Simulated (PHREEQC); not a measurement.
Solution (25 °C): 0.038 mol CuSO4, 0.0032 mol HBF4 and 0.002 mol KCl per kg of water. Closed to the air; pH follows from the charge balance.

The numbers come from PHREEQC with the ion-association model, wateq4f.dat.

No solid was allowed to form.

Problem. Estimate the pH, ionic strength.

Solution. pH 2.76; ionic strength 0.0938 mol/kgw.

Problem. In which forms is Cl present?

Solution. Cl- 98 %, CuCl+ 2.4 % of the Cl.

Complexes and solids missing from the database can't appear. Real BF4- forms and hydrolyses slowly; the run takes it at equilibrium.
